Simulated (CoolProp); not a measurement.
Methane along the isotherm -64.55 °C: density (kg/m³) from the reference equation and from simpler models built on Tc = -82.6 °C, pc = 4.599 MPa, ω = 0.011; each cubic takes its own stable root.

Model: reference Helmholtz-energy equation of state, Setzmann 1991, in CoolProp.

| p (MPa) | phase | reference | ideal gas | van der Waals | Redlich-Kwong | Soave-Redlich-Kwong |
|---|---|---|---|---|---|---|
| 0.145 | gas | 1.352 | 1.341 | 1.351 | 1.352 | 1.352 |
| 0.245 | gas | 2.298 | 2.266 | 2.296 | 2.298 | 2.298 |
| 0.414 | gas | 3.921 | 3.829 | 3.915 | 3.923 | 3.923 |
| 0.699 | gas | 6.733 | 6.466 | 6.716 | 6.740 | 6.739 |
| 1.18 | gas | 11.71 | 10.91 | 11.66 | 11.73 | 11.73 |
| 1.99 | gas | 20.89 | 18.41 | 20.75 | 20.94 | 20.94 |
| 3.36 | gas | 39.55 | 31.08 | 39.18 | 39.66 | 39.63 |
| 5.67 | supercritical | 90.49 | 52.45 | 93.36 | 89.85 | 89.60 |
| 9.57 | supercritical | 228.7 | 88.52 | 189.5 | 206.7 | 206.1 |
| 16.1 | supercritical | 282.9 | 148.9 | 224.9 | 267.1 | 266.7 |
| 27.3 | supercritical | 320.0 | 252.5 | 251.9 | 312.8 | 312.6 |
| 46 | supercritical | 353.0 | 425.5 | 275.1 | 353.0 | 352.8 |
